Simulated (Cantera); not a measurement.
Input (Python, Cantera) and output of one run.

```python
import numpy as np
import cantera as ct

gas_names = """
    CL CL2 H HCL H2 N NH NH2 NH3 N2 N2H2 N2H4 Si SiCL SiCL2 SiCL3 SiCL4 SiH SiHCL3 SiH2 SiH2CL2 SiH3
    SiH3CL SiH4 SiN Si2 Si2N Si3
""".split()
cond_names = """
    NH4CL(a) NH4CL(b) Si(cr) Si(L) Si3N4(a)
""".split()


# ... load() reads the species with a 1 bar reference pressure and builds the phases ...
atoms = {
    'Si2H6': {'Si': 2, 'H': 6},
    'HCl': {'H': 1, 'CL': 1},
    'N2': {'N': 2},
}
top_T = {'Si3N4(a)': 2400}  # K; cautious upper limits of use, not melting points


# ... equilibrate(T, P, feed) seeds the gas with the atoms and calls Mixture.equilibrate('TP', solver="vcs", rtol=1e-11, max_steps=5000) ...
results = []
feed = {'Si2H6': 1, 'HCl': 1.8, 'N2': 8.6}  # mol
T = 1273.15  # K
for P in [100, 350, 1300, 4500, 16000, 56000, 200000]:
    mix = equilibrate(T, P, feed)
    results.append((T, P, feed, dict(zip(mix.species_names, mix.species_moles))))

top = {s: max(r[3][s] / sum(r[3][g] for g in gas_names) for r in results) for s in gas_names}
cols = sorted((s for s in top if top[s] > 0.0001), key=lambda s: -top[s])[:9]
seen = [c for c in cond_names if any(r[3].get(c, 0) > 1e-12 for r in results)]
print("log10 of partial pressures in bar; condensed amounts in mol")
print(f"{'P/Pa':>10s}" + "".join(f"{s[:9]:>10s}" for s in cols + seen))
for T, P, feed, n in results:
    ng = sum(n[g] for g in gas_names)
    print(f"{P:10.4g}" + "".join(f"{np.log10(max(n[s] / ng * P / 1e5, 1e-99)):10.3f}" for s in cols)
          + "".join(f"{n.get(c, 0):10.4g}" for c in seen))
```

It prints:

```
log10 of partial pressures in bar; condensed amounts in mol
      P/Pa        N2        H2       HCL     SiCL4     SiCL2     SiCL3    SiHCL3  Si3N4(a)
       100    -3.220    -3.602    -3.837    -6.882    -5.924    -6.811    -8.045    0.6607
       350    -2.676    -3.059    -3.289    -6.141    -5.735    -6.346    -7.309    0.6631
      1300    -2.106    -2.489    -2.719    -5.378    -5.543    -5.869    -6.546     0.664
      4500    -1.567    -1.949    -2.180    -4.664    -5.366    -5.423    -5.831    0.6639
   1.6e+04    -1.016    -1.397    -1.632    -3.941    -5.188    -4.972    -5.104    0.6632
   5.6e+04    -0.471    -0.852    -1.092    -3.233    -5.015    -4.532    -4.392    0.6619
     2e+05     0.082    -0.298    -0.544    -2.522    -4.844    -4.091    -3.673      0.66
```

Method: chemical equilibrium by Gibbs-energy minimisation in Cantera with the NASA 1993 tables (ideal gas, pure condensed phases). The feed counts by its element totals alone. N2 is the only nitrogen source here; it is nearly inert below about 1500 K, so the nitride shown seldom forms there in practice. The tables' values for SiCl3 are old estimates; treat these amounts as uncertain.
